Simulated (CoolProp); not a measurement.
Vapour-liquid equilibrium of carbonyl sulfide (1) + propane (2) at -20.85 °C; x and y are mole fractions of (1).

Model: multi-fluid Helmholtz-energy mixture model, Lemmon 2006 and Lemmon 2009; pair parameters Bell 2016, in CoolProp.

```
x     bubble pressure (bar)  y at the bubble point  dew pressure at overall composition x (bar)  liquid density (mol/L)
----  ---------------------  ---------------------  -------------------------------------------  ----------------------
0.05                  2.439                  0.074                                        2.417                       …
0.15                  2.558                  0.203                                        2.509                   13.24
0.25                  2.661                  0.317                                        2.601                       …
0.35                  2.754                  0.422                                        2.690                       …
0.45                  2.840                  0.520                                        2.779                   14.75
0.55                      …                  0.616                                        2.866                   15.32
0.65                  3.005                      …                                        2.953                   15.94
0.75                  3.088                  0.797                                        3.043                   16.59
0.85                  3.174                  0.882                                        3.141                   17.30
0.95                  3.265                      …                                        3.250                   18.06
```

Question: What belongs in the gaps?

Answer: 
- 0.05, liquid density (mol/L): 12.81
- 0.25, liquid density (mol/L): 13.71
- 0.35, liquid density (mol/L): 14.21
- 0.55, bubble pressure (bar): 2.923
- 0.65, y at the bubble point: 0.708
- 0.95, y at the bubble point: 0.962

No azeotrope shows between x = 0.05 and 0.95.

The pair parameters rest on a limited set of measurements; away from them the model extrapolates.
